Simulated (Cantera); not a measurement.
A perfectly stirred reactor is fed with C3H8 : O2 : N2 = 1 : 4.55 : 17.1 (molar parts), equivalence ratio 1.1, at 0.987 atm; it is adiabatic with a 823 K inlet, and is followed from long to short residence time, starting on the burning branch (τ in s: 0.066, 0.03, 0.014, 0.0065, 0.003, 0.0014, 0.00064, 0.00029, 0.00014, 6.2e-05, 2.9e-05, 1.3e-05).

Computed with Cantera and GRI-Mech 3.0 (53 species, 325 reactions). GRI-Mech 3.0 was tuned for natural gas; its chemistry of propane as a main component is partial and can be far from experiment.

Question: Predict: blow-out, bracketed by the residence times tried; x(C3H8) at τ = 66.0 ms; x(O2) at τ = 66.0 ms; x(CH2CO) at τ = 66.0 ms; x(C2H4) at τ = 66.0 ms; x(C3H8) at τ = 0.640 ms; x(O2) at τ = 0.640 ms; x(CH2CO) at τ = 0.640 ms; x(C2H4) at τ = 0.640 ms; x(C2H6) at τ = 0.640 ms.

Answer: 
- blow-out, bracketed by the residence times tried: burning at 29.0 µs, out at 13.0 µs
- x(C3H8) at τ = 66.0 ms: 9.56e-8
- x(O2) at τ = 66.0 ms: 0.00616
- x(CH2CO) at τ = 66.0 ms: 6.76e-8
- x(C2H4) at τ = 66.0 ms: 2.70e-7
- x(C3H8) at τ = 0.640 ms: 6.29e-6
- x(O2) at τ = 0.640 ms: 0.0145
- x(CH2CO) at τ = 0.640 ms: 5.32e-6
- x(C2H4) at τ = 0.640 ms: 1.04e-5
- x(C2H6) at τ = 0.640 ms: 5.00e-8
